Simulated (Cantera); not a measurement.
Feed: 1 mol C₂F₆, 1.1 mol H₂, held at 5.60 Pa.

Cantera equilibrium calculation (NASA polynomials, part measured and part estimated; ideal gas, pure solids and liquids). Candidate condensed phases: C, C₆H₆, C₇H₈, C₈H₁₈; 95 gas species. The feed counts by its element totals alone. Gases not in the tables: C₂F₆ and larger saturated fluorocarbons. Equilibrium is a limit: real reactors are often held back by kinetics, nucleation or transport.

x: gas mole fraction; n: condensed amount in mol.

```csv
T (°C),x HF,x F,x CF₄,x H,x C,x CF₂,x C₃,x CF,x C₂,n C(graphite)
1252,0.695,0.00341,0.297,6.68e-8,<1e-12,0.00449,<1e-12,7.01e-7,<1e-12,1.05
1402,0.671,0.0311,0.266,4.43e-7,1.26e-10,0.0304,3.35e-11,2.09e-5,2.73e-12,1.02
1552,0.567,0.173,0.143,2.15e-6,8.70e-9,0.115,4.35e-9,0.000309,3.59e-10,0.992
1702,0.424,0.439,0.0105,1.20e-5,3.15e-7,0.124,2.65e-7,0.00180,2.24e-8,?
1852,0.383,0.568,0.000126,0.000105,6.85e-6,0.0442,8.94e-6,0.00470,7.71e-7,?
2002,0.370,0.606,1.44e-6,0.000863,9.90e-5,0.0131,0.000187,0.00921,1.66e-5,1.86
2152,0.359,0.612,2.35e-8,0.00573,0.00103,0.00409,0.00266,0.0157,0.000242,1.82
2302,0.314,0.594,5.33e-10,0.0286,0.00808,0.00135,0.0275,0.0242,0.00257,?
2452,0.206,0.575,1.19e-11,0.0890,0.0336,0.000328,0.0636,0.0234,0.00923,0
2602,0.0981,0.594,<1e-12,0.161,0.0792,6.88e-5,0.0384,0.0159,0.0126,0
2752,0.0350,0.593,<1e-12,0.198,0.141,1.29e-5,0.0134,0.00886,0.0112,0
```

Q: Fill in the missing entries.

A: 
- 1702, n C(graphite): 1.29
- 1852, n C(graphite): 1.72
- 2302, n C(graphite): 1.22
